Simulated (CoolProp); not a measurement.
C3F8 (R218) along the isobar 1100 kPa: density (kg/m³) from the reference equation and from simpler models built on Tc = 345.0 K, pc = 2640 kPa, ω = 0.317; each cubic takes its own stable root.

The numbers come from the reference Helmholtz-energy equation of state, Lemmon 2006 in CoolProp. It is a short technical equation, of lower accuracy than the large ones.

| T (K) | phase | reference | van der Waals | Peng-Robinson |
|---|---|---|---|---|
| 245.9 | liquid | 1579 | 986.0 | 1693 |
| 261.8 | liquid | 1512 | 941.5 | 1614 |
| 277.7 | liquid | 1439 | 888.6 | 1520 |
| 293.6 | liquid | 1355 | 109.8 | 1404 |
| 309.6 | gas | 109.4 | 99.56 | 110.1 |
| 325.5 | gas | 96.10 | 91.62 | 97.78 |
| 341.4 | gas | 87.20 | 85.14 | 88.91 |
| 357.3 | gas | 80.49 | 79.71 | 82.01 |
| 373.2 | gas | 75.10 | 75.04 | 76.42 |
| 389.1 | gas | 70.62 | 70.99 | 71.73 |
| 405 | gas | 66.79 | 67.41 | 67.72 |
| 420.9 | gas | 63.45 | 64.22 | 64.23 |
| 436.9 | gas | 60.48 | 61.33 | 61.13 |

At some of these states van der Waals gives the other phase, because its saturation line lies elsewhere.
